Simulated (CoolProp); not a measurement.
The numbers come from the reference Helmholtz-energy equation of state, Lemmon 2006 in CoolProp. It is a short technical equation, of lower accuracy than the large ones.

Task: For carbon monoxide, give the phase and the cp (kJ/(kg K)), cv (kJ/(kg K)) at 207.6 K and 115 kPa; 246.2 K and 115 kPa; 284.7 K and 115 kPa.

Result: 
- 207.6 K and 115 kPa: gas; cp 1.04, cv 0.743
- 246.2 K and 115 kPa: gas; cp 1.04, cv 0.743
- 284.7 K and 115 kPa: gas; cp 1.04, cv 0.743
